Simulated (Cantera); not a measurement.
A Cantera script and its output.

```python
import numpy as np
import cantera as ct

gas = ct.Solution("gri30.yaml")
gas.TPX = 1248, 100000, {'CH4': 1, 'O2': 1.82, 'N2': 6.84}
reactor = ct.IdealGasReactor(gas, energy="on", clone=False)
net = ct.ReactorNet([reactor])
net.rtol, net.atol = 1e-08, 1e-16
show = ['CH4', 'O2', 'H2', 'NO2', 'C2H6']
times = np.geomspace(2e-06, 0.9, 14)

steps = ct.SolutionArray(gas, extra=["t"])
rows = []
print(f"{'t/s':>10s}{'T/K':>9s}{'P/Pa':>11s}" + "".join(f"{s:>11s}" for s in show))
for t in times:
    while net.time < t:
        t_next = net.step()
        steps.append(gas.state, t=t_next)
    rows.append([np.interp(t, steps.t, y) for y in (steps.T, steps.P, *steps(*show).X.T)])
    print(f"{t:10.3e}{rows[-1][0]:9.1f}{rows[-1][1]:11.4g}" + "".join(f"{x:11.3e}" for x in rows[-1][2:]))
rate = np.gradient(steps.T, steps.t)
print("integrator steps:", len(steps.t))
if steps.T.max() > steps.T[0] + 200:
    print(f"time of steepest temperature rise: {steps.t[rate.argmax()]:.4e} s")
gas.TPX = 1248, 100000, {'CH4': 1, 'O2': 1.82, 'N2': 6.84}
gas.equilibrate("UV")
print(f"equilibrium (UV): T = {gas.T:.1f} K  " + "  ".join(f"{s} {gas[s].X[0]:.3e}" for s in show))
```

Result:

```
       t/s      T/K       P/Pa        CH4         O2         H2        NO2       C2H6
 2.000e-06   1248.0      1e+05  1.035e-01  1.884e-01  4.965e-11  4.055e-29  6.070e-16
 5.444e-06   1248.0      1e+05  1.035e-01  1.884e-01  1.821e-10  2.113e-27  1.259e-14
 1.482e-05   1248.0      1e+05  1.035e-01  1.884e-01  5.779e-10  7.013e-26  2.619e-13
 4.033e-05   1248.0      1e+05  1.035e-01  1.884e-01  1.892e-09  2.182e-24  5.539e-12
 1.098e-04   1248.0      1e+05  1.035e-01  1.884e-01  7.484e-09  8.051e-23  1.260e-10
 2.988e-04   1248.0      1e+05  1.035e-01  1.884e-01  4.415e-08  3.760e-21  3.681e-09
 8.132e-04   1248.0      1e+05  1.035e-01  1.884e-01  4.614e-07  2.052e-19  1.750e-07
 2.213e-03   1248.2      1e+05  1.035e-01  1.884e-01  4.976e-06  7.615e-18  6.505e-06
 6.025e-03   1249.5  1.001e+05  1.032e-01  1.882e-01  3.419e-05  2.554e-16  5.452e-05
 1.640e-02   1262.4  1.012e+05  1.012e-01  1.868e-01  4.252e-04  2.393e-14  4.442e-04
 4.463e-02   2857.6  2.419e+05  2.446e-14  1.199e-02  2.504e-02  2.092e-06  1.219e-27
 1.215e-01   2857.6  2.419e+05  2.446e-14  1.199e-02  2.504e-02  2.092e-06  1.219e-27
 3.307e-01   2857.6  2.419e+05  2.446e-14  1.199e-02  2.504e-02  2.092e-06  1.219e-27
 9.000e-01   2857.6  2.419e+05  2.446e-14  1.199e-02  2.504e-02  2.092e-06  1.219e-27
integrator steps: 2400
time of steepest temperature rise: 2.3448e-02 s
equilibrium (UV): T = 2857.6 K  CH4 3.113e-14  O2 1.199e-02  H2 2.504e-02  NO2 2.092e-06  C2H6 1.880e-27
```

Cantera simulation using GRI-Mech 3.0 (53 species, 325 reactions); the numbers are that mechanism's predictions, not measurements.
